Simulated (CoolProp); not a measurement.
Vapour-liquid equilibrium of toluene (1) + o-xylene (2) at 131.45 °C; x and y are mole fractions of (1).

Values from CoolProp's multi-fluid Helmholtz-energy mixture model, Lemmon 2006 and Zhou 2012; pair parameters Bell 2016.

```
x     bubble pressure, mixture model (MPa)  bubble pressure, Raoult's law (MPa)  y, mixture model  y, Raoult's law
----  ------------------------------------  -----------------------------------  ----------------  ---------------
0.05                               0.07603                              0.07634             0.110            0.116
0.15                               0.08633                              0.08692             0.296            0.305
0.25                               0.09693                              0.09750             0.445            0.453
0.35                                0.1077                               0.1081             0.565            0.573
0.45                                0.1185                               0.1187             0.664            0.671
0.55                                0.1293                               0.1292             0.746            0.753
0.65                                0.1399                               0.1398             0.816            0.822
0.75                                0.1505                               0.1504             0.876            0.882
0.85                                0.1611                               0.1610             0.930            0.934
0.95                                0.1716                               0.1716             0.978            0.979
```

The largest gap from Raoult's law is -0.7 % in bubble pressure, at x = 0.15. No azeotrope shows between x = 0.05 and 0.95.

Pair parameters are fitted to limited data, so mixtures are less certain than the pure fluids.
